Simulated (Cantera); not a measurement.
What does this Cantera script print?

```python
import numpy as np
import cantera as ct

gas_names = """
    CL CL2 H HCL H2 Si SiCL SiCL2 SiCL3 SiCL4 SiH SiHCL3 SiH2 SiH2CL2 SiH3 SiH3CL SiH4 Si2 Si3
""".split()
cond_names = """
    Si(cr) Si(L)
""".split()


def load(file, names, dense=False):
    # The tables refer to 1 bar. Condensed volumes are neglected.
    table = {s.name: s for s in ct.Species.list_from_file(file)}
    out = []
    for n in names:
        d = dict(table[n].input_data)
        d["thermo"] = dict(d["thermo"], **{"reference-pressure": 1e5})
        if dense:
            d["equation-of-state"] = {"model": "constant-volume", "density": "1e6 g/cm^3"}
        out.append(ct.Species.from_dict(d))
    return out


gas = ct.Solution(thermo="ideal-gas", species=load("nasa_gas.yaml", gas_names))
cond = {s.name: ct.Solution(thermo="fixed-stoichiometry", species=[s], name=s.name)
        for s in load("nasa_condensed.yaml", cond_names, dense=True)}
atoms = {
    'Si': {'Si': 1},
    'HCl': {'H': 1, 'CL': 1},
    'H2': {'H': 2},
}
top_T = {}  # K; cautious upper limits of use, not melting points


def equilibrate(T, P, feed):
    n = {}
    for name, mol in feed.items():
        for a, k in atoms[name].items():
            n[a] = n.get(a, 0.0) + k * mol
    gas.TPX = T, P, n
    mass = sum(n.values()) * gas.mean_molecular_weight
    gas.equilibrate("TP")
    valid = [c for c in cond.values() if c.min_temp <= T <= top_T.get(c.name, c.max_temp)]
    mix = ct.Mixture([(gas, mass / gas.mean_molecular_weight)] + [(c, 0.0) for c in valid])
    mix.T, mix.P = T, P
    mix.equilibrate("TP", solver="vcs", rtol=1e-11, max_steps=5000)
    return mix


results = []
feed = {'Si': 1, 'HCl': 3.5, 'H2': 19}  # mol
P = 69000  # Pa
for T in [648, 748, 848, 948, 1048, 1148, 1248, 1348, 1448, 1548, 1648]:
    mix = equilibrate(T, P, feed)
    results.append((T, P, feed, dict(zip(mix.species_names, mix.species_moles))))
    x = sorted(zip(gas.X, gas.species_names), reverse=True)
    print(f"T = {T:g} K  P = {P:g} Pa  gas = {mix.phase_moles(0):.4g} mol")
    print("   x: " + "  ".join(f"{s} {v:.3e}" for v, s in x if v > 1e-06))
    print("   condensed (mol): " + ("  ".join(f"{mix.phase(i).name} {mix.phase_moles(i):.4g}"
          for i in range(1, mix.n_phases) if mix.phase_moles(i) > 1e-12) or "none"))
```

It prints:

```
T = 648 K  P = 69000 Pa  gas = 21.5 mol
   x: H2 9.535e-01  SiCL4 2.441e-02  SiHCL3 2.099e-02  SiH2CL2 1.041e-03  HCL 8.657e-05  SiH3CL 1.058e-05
   condensed (mol): Si(cr) 0.001299
T = 748 K  P = 69000 Pa  gas = 21.51 mol
   x: H2 9.533e-01  SiCL4 2.481e-02  SiHCL3 2.018e-02  SiH2CL2 1.200e-03  HCL 5.149e-04  SiH3CL 1.589e-05  SiCL3 5.608e-06
   condensed (mol): Si(cr) 0.006054
T = 848 K  P = 69000 Pa  gas = 21.52 mol
   x: H2 9.523e-01  SiCL4 2.495e-02  SiHCL3 1.936e-02  HCL 1.990e-03  SiH2CL2 1.317e-03  SiCL3 4.125e-05  SiH3CL 2.126e-05  SiCL2 4.923e-06
   condensed (mol): Si(cr) 0.01676
T = 948 K  P = 69000 Pa  gas = 21.54 mol
   x: H2 9.497e-01  SiCL4 2.454e-02  SiHCL3 1.837e-02  HCL 5.715e-03  SiH2CL2 1.391e-03  SiCL3 1.948e-04  SiCL2 5.234e-05  SiH3CL 2.631e-05
   condensed (mol): Si(cr) 0.03984
T = 1048 K  P = 69000 Pa  gas = 21.6 mol
   x: H2 9.443e-01  SiCL4 2.313e-02  SiHCL3 1.695e-02  HCL 1.318e-02  SiH2CL2 1.412e-03  SiCL3 6.579e-04  SiCL2 3.428e-04  SiH3CL 3.062e-05
   condensed (mol): Si(cr) 0.08168
T = 1148 K  P = 69000 Pa  gas = 21.69 mol
   x: H2 9.349e-01  HCL 2.557e-02  SiCL4 2.015e-02  SiHCL3 1.478e-02  SiCL3 1.673e-03  SiCL2 1.534e-03  SiH2CL2 1.358e-03  SiH3CL 3.362e-05
   condensed (mol): Si(cr) 0.1425
T = 1248 K  P = 69000 Pa  gas = 21.85 mol
   x: H2 9.212e-01  HCL 4.255e-02  SiCL4 1.521e-02  SiHCL3 1.160e-02  SiCL2 4.933e-03  SiCL3 3.225e-03  SiH2CL2 1.202e-03  SiH3CL 3.453e-05
   condensed (mol): Si(cr) 0.2089
T = 1348 K  P = 69000 Pa  gas = 22.06 mol
   x: H2 9.053e-01  HCL 6.096e-02  SiCL2 1.152e-02  SiCL4 9.050e-03  SiHCL3 7.629e-03  SiCL3 4.556e-03  SiH2CL2 9.368e-04  SiH3CL 3.271e-05  H 2.650e-06
   condensed (mol): Si(cr) 0.2561
T = 1448 K  P = 69000 Pa  gas = 22.26 mol
   x: H2 8.919e-01  HCL 7.536e-02  SiCL2 1.960e-02  SiCL3 4.580e-03  SiHCL3 3.980e-03  SiCL4 3.931e-03  SiH2CL2 6.232e-04  SiH3CL 2.835e-05  H 1.048e-05
   condensed (mol): Si(cr) 0.2711
T = 1548 K  P = 69000 Pa  gas = 22.38 mol
   x: H2 8.843e-01  HCL 8.290e-02  SiCL2 2.586e-02  SiCL3 3.499e-03  SiHCL3 1.726e-03  SiCL4 1.325e-03  SiH2CL2 3.665e-04  H 3.486e-05  SiH3CL 2.304e-05  CL 2.610e-06  SiH2 2.411e-06  SiCL 1.656e-06
   condensed (mol): Si(cr) 0.2656
T = 1648 K  P = 69000 Pa  gas = 22.44 mol
   x: H2 8.810e-01  HCL 8.560e-02  SiCL2 2.954e-02  SiCL3 2.350e-03  SiHCL3 7.083e-04  SiCL4 4.123e-04  SiH2CL2 2.076e-04  H 1.006e-04  SiH3CL 1.833e-05  CL 7.667e-06  SiH2 7.467e-06  SiCL 6.548e-06
   condensed (mol): Si(cr) 0.2538
```

Cantera equilibrium calculation (NASA polynomials, part measured and part estimated; ideal gas, pure solids and liquids). The tables' values for SiCl3 are old estimates; treat these amounts as uncertain.
